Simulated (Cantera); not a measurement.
Feed: 1 mol CuF2, 1.4 mol O2, 42 mol N2, 4.3 mol HF, 0.0015 mol H2O, equilibrated at 75.0 Torr.

Cantera equilibrium calculation (NASA polynomials, part measured and part estimated; ideal gas, pure solids and liquids). Candidate condensed phases: Cu, CuF2, CuO, Cu(OH)2, Cu2O, H2O; 45 gas species. Rates play no part.

Problem. At 1450 K, list the 6 most abundant gas species with their mole fractions, and the condensed phases.

Solution. N2 0.862, HF 0.0883, O2 0.0286, CuF2 0.0198, CuF 0.000687, F 0.000625. Condensed: gas only.
